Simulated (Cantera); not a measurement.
Charge: 1 mol Si3H8, 0.3 mol Cl2, 30 mol H2, at 1350 K and 101000 Pa.

These are equilibrium values from Cantera (NASA tables, ideal gas, pure condensed phases), not measurements of a reactor. Candidate condensed phases: Si; 19 gas species. The feed counts by its element totals alone. The tables' values for SiCl3 are old estimates; treat these amounts as uncertain. Equilibrium is a limit: real reactors are often held back by kinetics, nucleation or transport.

What is the equilibrium state?


```
Quantity       Result
----------  ---------
x(H2)           0.984
x(HCl)         0.0152
x(SiCl2)     0.000656
x(SiHCl3)    0.000154
x(SiH2Cl2)    8.35e-5
x(SiCl3)      7.39e-5
x(SiCl4)      4.14e-5
x(SiH3Cl)     1.29e-5
x(H)          2.35e-6
n(Si(s))     2.96 mol
gas amount  34.29 mol
```
